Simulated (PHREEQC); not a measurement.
Consider water at 6.4 °C with 8.2 mmol/kgw CsCl and 28 mmol/kgw AlCl3. Closed to the air; pH follows from the charge balance.

Equilibrium calculation in PHREEQC: ion-association model, wateq4f.dat.

### Question
The ionic strength comes out as 0.176 mol/kgw. What activity coefficients do AlOH+2, Cs+, Cl-, H+, Al+3 get?

### Answer
AlOH+2 0.33, Cs+ 0.76, Cl- 0.73, H+ 0.81, Al+3 0.14.

This is a speciation only: nothing precipitates in the calculation. Complexes and solids missing from the database can't appear. At this temperature some constants are extrapolated from 25 °C, and those without enthalpy data are left unchanged.
